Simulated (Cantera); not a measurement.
Input (Python, Cantera) and output of one run.

```python
import numpy as np
import cantera as ct

gas_names = """
    SiH4 O3 H2O
""".split()
cond_names = """
    Si(cr) Si(L)
""".split()


# ... load() reads the species with a 1 bar reference pressure and builds the phases ...
species = {s.name: s for s in load("nasa_gas.yaml", gas_names) + load("nasa_condensed.yaml", cond_names)}
# Each term lists the table entries of one substance; the one whose range holds T is used.
reactions = {
    '3 SiH4(g) + 2 O3(g) = 3 Si + 6 H2O(g)':
        [(-3, ['SiH4']), (-2, ['O3']), (3, ['Si(cr)', 'Si(L)']), (6, ['H2O'])],
}


def pick(names, T):
    return next(species[n] for n in names if species[n].thermo.min_temp <= T <= species[n].thermo.max_temp)


results = []
for label, terms in reactions.items():
    print(label)
    print("     T/K   dH/kJ  dS/(J/K)   dG/kJ   log10 K")
    for T in [300, 1200, 1250, 1300, 1350, 1400]:
        used = [(nu, pick(names, T)) for nu, names in terms]
        dH = sum(nu * s.thermo.h(T) for nu, s in used) / 1e6
        dS = sum(nu * s.thermo.s(T) for nu, s in used) / 1e3
        dG = dH - T * dS / 1e3
        logK = -dG * 1e6 / (ct.gas_constant * T * np.log(10))
        results.append((label, T, dH, dS, dG, logK, [s.name for _, s in used]))
        print(f"{T:8g} {dH:8.1f} {dS:8.1f} {dG:8.1f} {logK:8.2f}")
```

Output:

```
3 SiH4(g) + 2 O3(g) = 3 Si + 6 H2O(g)
     T/K   dH/kJ  dS/(J/K)   dG/kJ   log10 K
     300  -1837.4     97.8  -1866.7   325.02
    1200  -1849.0     95.2  -1963.2    85.45
    1250  -1850.7     93.8  -1967.9    82.23
    1300  -1852.4     92.4  -1972.6    79.26
    1350  -1854.1     91.2  -1977.1    76.50
    1400  -1855.8     89.9  -1981.7    73.94
```

Standard-state values (1 bar) from the NASA 1993 polynomials, evaluated with Cantera. Condensed species are held in their standard states even where they would react or evaporate.
